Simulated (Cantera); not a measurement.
# Thermodynamics of chemical vapour transport, feed Al₂O₃ + HCl

Charge: 1 mol Al₂O₃, 0.075 mol HCl, at 101000 Pa.

Cantera equilibrium calculation (NASA polynomials, part measured and part estimated; ideal gas, pure solids and liquids). Candidate condensed phases: Al, AlCl₃, Al₂O₃, H₂O; 29 gas species. Condensed phases not in the tables: AlOCl. Equilibrium is a limit: real reactors are often held back by kinetics, nucleation or transport.

```json
[
 {"T (°C)": "550", "log p HCl": "0.01", "log p H₂O": "-4.00", "log p AlCl₃": "-4.17", "log p Cl": "-7.96", "log p H₂": "-6.31", "log p Cl₂": "-6.32", "log p H": "<-11", "log p AlCl₂": "<-11", "n Al₂O₃(s)": "1.000"},
 {"T (°C)": "600", "log p HCl": "0.01", "log p H₂O": "-3.76", "log p AlCl₃": "-3.94", "log p Cl": "-7.34", "log p H₂": "-5.97", "log p Cl₂": "-5.98", "log p H": "<-11", "log p AlCl₂": "<-11", "n Al₂O₃(s)": "1.000"},
 {"T (°C)": "650", "log p HCl": "0.01", "log p H₂O": "-3.55", "log p AlCl₃": "-3.73", "log p Cl": "-6.79", "log p H₂": "-5.66", "log p Cl₂": "-5.68", "log p H": "<-11", "log p AlCl₂": "<-11", "n Al₂O₃(s)": "1.000"},
 {"T (°C)": "700", "log p HCl": "0.01", "log p H₂O": "-3.37", "log p AlCl₃": "-3.54", "log p Cl": "-6.30", "log p H₂": "-5.38", "log p Cl₂": "-5.41", "log p H": "-11.66", "log p AlCl₂": "<-11", "n Al₂O₃(s)": "1.000"},
 {"T (°C)": "750", "log p HCl": "0.01", "log p H₂O": "-3.20", "log p AlCl₃": "-3.38", "log p Cl": "-5.85", "log p H₂": "-5.13", "log p Cl₂": "-5.17", "log p H": "-10.95", "log p AlCl₂": "-11.93", "n Al₂O₃(s)": "1.000"},
 {"T (°C)": "800", "log p HCl": "0.01", "log p H₂O": "-3.05", "log p AlCl₃": "-3.22", "log p Cl": "-5.45", "log p H₂": "-4.89", "log p Cl₂": "-4.96", "log p H": "-10.30", "log p AlCl₂": "-11.17", "n Al₂O₃(s)": "1.000"},
 {"T (°C)": "850", "log p HCl": "0.00", "log p H₂O": "-2.91", "log p AlCl₃": "-3.09", "log p Cl": "-5.08", "log p H₂": "-4.67", "log p Cl₂": "-4.77", "log p H": "-9.71", "log p AlCl₂": "-10.48", "n Al₂O₃(s)": "1.000"},
 {"T (°C)": "900", "log p HCl": "0.00", "log p H₂O": "-2.79", "log p AlCl₃": "-2.96", "log p Cl": "-4.75", "log p H₂": "-4.47", "log p Cl₂": "-4.60", "log p H": "-9.16", "log p AlCl₂": "-9.85", "n Al₂O₃(s)": "1.000"},
 {"T (°C)": "950", "log p HCl": "0.00", "log p H₂O": "-2.67", "log p AlCl₃": "-2.85", "log p Cl": "-4.45", "log p H₂": "-4.27", "log p Cl₂": "-4.45", "log p H": "-8.66", "log p AlCl₂": "-9.26", "n Al₂O₃(s)": "1.000"},
 {"T (°C)": "1000", "log p HCl": "0.00", "log p H₂O": "-2.57", "log p AlCl₃": "-2.74", "log p Cl": "-4.17", "log p H₂": "-4.09", "log p Cl₂": "-4.32", "log p H": "-8.19", "log p AlCl₂": "-8.72", "n Al₂O₃(s)": "1.000"},
 {"T (°C)": "1050", "log p HCl": "0.00", "log p H₂O": "-2.47", "log p AlCl₃": "-2.65", "log p Cl": "-3.92", "log p H₂": "-3.91", "log p Cl₂": "-4.20", "log p H": "-7.75", "log p AlCl₂": "-8.22", "n Al₂O₃(s)": "1.000"},
 {"T (°C)": "1100", "log p HCl": "0.00", "log p H₂O": "-2.38", "log p AlCl₃": "-2.56", "log p Cl": "-3.69", "log p H₂": "-3.74", "log p Cl₂": "-4.10", "log p H": "-7.35", "log p AlCl₂": "-7.75", "n Al₂O₃(s)": "1.000"},
 {"T (°C)": "1150", "log p HCl": "0.00", "log p H₂O": "-2.30", "log p AlCl₃": "-2.48", "log p Cl": "-3.47", "log p H₂": "-3.58", "log p Cl₂": "-4.01", "log p H": "-6.97", "log p AlCl₂": "-7.32", "n Al₂O₃(s)": "1.000"}
]
```
log p: log10 of the partial pressure in bar; n: condensed amount in mol.

From 550 °C to 1150 °C the condensed part is Al₂O₃(s). The main Al-bearing gas is AlCl₃ throughout.
